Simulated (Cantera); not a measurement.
What does this Cantera script print?

```python
import numpy as np
import cantera as ct

gas_names = """
    N NO NO2 NO3 N2 N2O O O2 O3 Si SiN SiO SiO2 Si2 Si2N Si3
""".split()
cond_names = """
    Si(cr) Si(L) SiO2(Lqz) SiO2(hqz) SiO2(L) Si2N2O(s) Si3N4(a)
""".split()


def load(file, names, dense=False):
    # The tables refer to 1 bar. Condensed volumes are neglected.
    table = {s.name: s for s in ct.Species.list_from_file(file)}
    out = []
    for n in names:
        d = dict(table[n].input_data)
        d["thermo"] = dict(d["thermo"], **{"reference-pressure": 1e5})
        if dense:
            d["equation-of-state"] = {"model": "constant-volume", "density": "1e6 g/cm^3"}
        out.append(ct.Species.from_dict(d))
    return out


gas = ct.Solution(thermo="ideal-gas", species=load("nasa_gas.yaml", gas_names))
cond = {s.name: ct.Solution(thermo="fixed-stoichiometry", species=[s], name=s.name)
        for s in load("nasa_condensed.yaml", cond_names, dense=True)}
atoms = {
    'Si': {'Si': 1},
    'O2': {'O': 2},
    'N2': {'N': 2},
}
top_T = {'Si2N2O(s)': 2100, 'Si3N4(a)': 2400}  # K; cautious upper limits of use, not melting points


def equilibrate(T, P, feed):
    n = {}
    for name, mol in feed.items():
        for a, k in atoms[name].items():
            n[a] = n.get(a, 0.0) + k * mol
    gas.TPX = T, P, n
    mass = sum(n.values()) * gas.mean_molecular_weight
    gas.equilibrate("TP")
    valid = [c for c in cond.values() if c.min_temp <= T <= top_T.get(c.name, c.max_temp)]
    mix = ct.Mixture([(gas, mass / gas.mean_molecular_weight)] + [(c, 0.0) for c in valid])
    mix.T, mix.P = T, P
    mix.equilibrate("TP", solver="vcs", rtol=1e-11, max_steps=5000)
    return mix


results = []
feed = {'Si': 1, 'O2': 0.0027, 'N2': 540}  # mol
T = 1773.15  # K
for P in [0.1, 1, 10, 100, 1000, 10000, 100000, 1000000]:
    mix = equilibrate(T, P, feed)
    results.append((T, P, feed, dict(zip(mix.species_names, mix.species_moles))))

top = {s: max(r[3][s] / sum(r[3][g] for g in gas_names) for r in results) for s in gas_names}
cols = sorted((s for s in top if top[s] > 0.001), key=lambda s: -top[s])[:8]
seen = [c for c in cond_names if any(r[3].get(c, 0) > 1e-12 for r in results)]
print("log10 of partial pressures in bar; condensed amounts in mol")
print(f"{'P/Pa':>10s}" + "".join(f"{s[:9]:>10s}" for s in cols + seen))
for T, P, feed, n in results:
    ng = sum(n[g] for g in gas_names)
    print(f"{P:10.4g}" + "".join(f"{np.log10(max(n[s] / ng * P / 1e5, 1e-99)):10.3f}" for s in cols)
          + "".join(f"{n.get(c, 0):10.4g}" for c in seen))
```

Result:

```
log10 of partial pressures in bar; condensed amounts in mol
      P/Pa        N2        Si Si2N2O(s)  Si3N4(a)
       0.1    -6.001    -8.736         0         0
         1    -5.001    -7.736         0         0
        10    -4.001    -6.739         0         0
       100    -3.001    -5.764         0         0
      1000    -2.000    -5.836         0     0.301
     1e+04    -1.000    -6.503         0    0.3308
     1e+05    -0.000    -7.170         0    0.3315
     1e+06     1.000    -7.836  0.004449      0.33
```

Method: chemical equilibrium by Gibbs-energy minimisation in Cantera with the NASA 1993 tables (ideal gas, pure condensed phases). Mutual solubility and eutectic melting of coexisting phases are not modelled. The tables' values for SiN are old estimates; treat these amounts as uncertain.
